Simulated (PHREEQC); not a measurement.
A column of 0.1 m (30 cells, dispersivity 0.008 m, 3600 s a shift, diffusion coefficient 3e-10 m²/s) holds 0.00066 eq of the database's cation exchanger X per kg of pore water, first in equilibrium with 0.067 mol/kgw KBr, 0.0034 mol/kgw NaCl and 1e-05 mol/kgw HCl. It is flushed with 0.78 mmol/kgw (NH4)2SO4 and 0.01 mmol/kgw HCl, at 25 °C. Values are for the last cell. No CO2 enters from the air. Nothing may precipitate in this run.

The series has 31 steps of pore volumes, from 0 to 3.017.

Computed with PHREEQC (ion-association model, phreeqc.dat).

Task: After how many pore volumes does NH4 at the outlet first reach half of its feed value?

Result: By 1.0 pore volumes.

Task: After how many pore volumes does S at the outlet first reach half of its feed value?

Result: By 1.0 pore volumes.
